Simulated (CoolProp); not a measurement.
A simple Rankine cycle with R227EA: condensing at 314.15 K, boiler at 1.89 MPa, turbine inlet 394 K, turbine efficiency 0.6, pump efficiency 0.8, no recuperator. Each further row changes one setting.

Computed with CoolProp (reference Helmholtz-energy equation of state, Lemmon 2016).

```csv
case,thermal efficiency (%),net work (kJ/kg),heat in (kJ/kg),turbine exit temperature (K),volume ratio over the turbine
as stated,4.8,8.04,167,373.9,2.87
turbine inlet 414 K,4.7,8.87,188,395.2,2.79
condensing temperature 306.15 K,5.7,10.1,176,370.2,3.62
boiler pressure 1.32 MPa,3.2,5.50,173,382.7,1.90
turbine efficiency 0.5,3.9,6.51,167,375.5,2.88
```
